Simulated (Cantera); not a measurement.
Charge: 1 mol NiS, a varied amount of H₂, 83 mol N₂, at 1500 K and 2.40 mbar.

These are equilibrium values from Cantera (NASA tables, ideal gas, pure condensed phases), not measurements of a reactor. Candidate condensed phases: Ni, NiS, NiS₂, Ni₃S₂, Ni₃S₄, S; 17 gas species. Equilibrium is a limit: real reactors are often held back by kinetics, nucleation or transport.

x: gas mole fraction; n: condensed amount in mol.

| n(H₂) (mol) | x H₂ | x N₂ | x H₂S | x S₂ | x SH | x H | n Ni(s) |
|---|---|---|---|---|---|---|---|
| 110 | 0.566 | 0.430 | 0.00300 | 0.000889 | 0.000363 | 0.000270 | 0.995 |
| 170 | 0.668 | 0.328 | 0.00264 | 0.000494 | 0.000294 | 0.000294 | 0.993 |
| 260 | ? | ? | ? | ? | ? | 0.000312 | 0.991 |
| 400 | 0.826 | ? | ? | ? | ? | 0.000327 | 0.988 |
| 610 | 0.879 | 0.120 | 0.00120 | 5.89e-5 | 0.000117 | 0.000337 | 0.984 |
| 950 | 0.918 | 0.0803 | 0.000832 | 2.59e-5 | 7.90e-5 | 0.000344 | 0.977 |
| 1500 | 0.947 | 0.0524 | 0.000555 | 1.08e-5 | 5.19e-5 | 0.000350 | 0.965 |
| 2300 | 0.964 | 0.0348 | 0.000373 | 4.73e-6 | 3.46e-5 | 0.000353 | 0.948 |

**Question.** What belongs in the gaps?

**Answer.** 
- 400, x N₂: 0.172
- 400, x H₂S: 0.00164
- 400, x S₂: 0.000125
- 400, x SH: 0.000165
- 260, x H₂: 0.755
- 260, x N₂: 0.242
- 260, x H₂S: 0.00216
- 260, x S₂: 0.000257
- 260, x SH: 0.000226
